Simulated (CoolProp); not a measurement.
Vapour-liquid equilibrium of carbon dioxide (1) + ethane (2) at 1.51 MPa; x and y are mole fractions of (1).

The numbers come from the multi-fluid Helmholtz-energy mixture model, Span 1996 and Bücker 2006; pair parameters Kunz 2012 in CoolProp.

| x | bubble temperature (K) | y at the bubble point | dew temperature at overall composition x (K) | liquid density (mol/L) |
|---|---|---|---|---|
| 0.05 | 251.9 | 0.113 | … | 14.92 |
| 0.15 | … | 0.285 | … | 15.59 |
| 0.25 | 243.3 | … | 247.8 | 16.24 |
| 0.35 | … | 0.488 | … | 16.91 |
| 0.45 | 239.9 | 0.551 | 242.1 | … |
| 0.55 | 239.2 | 0.603 | 239.9 | … |
| 0.65 | 239.0 | 0.650 | 239.0 | 19.52 |
| 0.75 | 239.2 | 0.702 | 239.8 | 20.69 |
| 0.85 | 240.1 | 0.773 | 241.6 | 22.04 |
| 0.95 | 242.5 | 0.897 | 243.7 | 23.53 |

Question: Fill in the missing entries.

Answer: 
- 0.05, dew temperature at overall composition x (K): 253.8
- 0.15, bubble temperature (K): 246.7
- 0.15, dew temperature at overall composition x (K): 250.8
- 0.25, y at the bubble point: 0.403
- 0.35, bubble temperature (K): 241.2
- 0.35, dew temperature at overall composition x (K): 244.8
- 0.45, liquid density (mol/L): 17.66
- 0.55, liquid density (mol/L): 18.52

y crosses x between x = 0.65 and 0.75: the model has an azeotrope there.

Pair parameters are fitted to limited data, so mixtures are less certain than the pure fluids.
